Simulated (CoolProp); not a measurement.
A closed Brayton cycle with carbon dioxide: compressor inlet 310.15 K and 7.6 MPa, high pressure 15.3 MPa, turbine inlet 710 K, compressor efficiency 0.89, turbine efficiency 0.93, recuperator effectiveness 0 (on enthalpy, no pinch check). Each further row changes one setting.

Computed with CoolProp (reference Helmholtz-energy equation of state, Span 1996).

```csv
case,thermal efficiency (%),net work (kJ/kg),compressor to turbine work,compressor exit (K),turbine exit (K)
as stated,11.9,55.9,0.32,360.5,630.8
turbine inlet 660 K,12.0,49.2,0.34,360.5,584.0
compressor inlet 320.15 K,11.5,49.7,0.39,377.7,630.8
high pressure 13 MPa,9.3,44.6,0.30,348.6,649.0
recuperator effectiveness 0.5,17.8,55.9,0.32,360.5,630.8
```
